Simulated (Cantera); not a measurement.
A closed system holds: 1 mol C₂F₆, 1 mol F₂, 5.1 mol H₂, held at 2627 °C and 1.00 bar.

Method: chemical equilibrium by Gibbs-energy minimisation in Cantera with the NASA 1993 tables (ideal gas, pure condensed phases). Candidate condensed phases: C, C₆H₆, C₇H₈, C₈H₁₈; 95 gas species. The feed counts by its element totals alone. The numbers say what is thermodynamically allowed, not how fast it happens.

Base state: HF 0.861, H₂ 0.0969, H 0.0358, C₂H₂ (acetylene) 0.00446, F 0.00163, C₂H 0.000244, CF 0.000152, C₃ 0.000103 (mole fractions); condensed: C(graphite).

**Question.** What changes in the equilibrium state with this change: temperature from 2627 °C to 2100 °C?

**Answer.** 
```
species             before    after
----------------  --------  -------
HF                   0.861    0.877
H₂                  0.0969    0.117
H                   0.0358  0.00479
C₂                 1.03e-5  5.56e-9
C₃                0.000103  6.18e-8
C                  1.89e-5  2.64e-8
C₂H               0.000244  1.59e-6
CF                0.000152  1.14e-6
C(graphite), mol      1.90     1.99
```
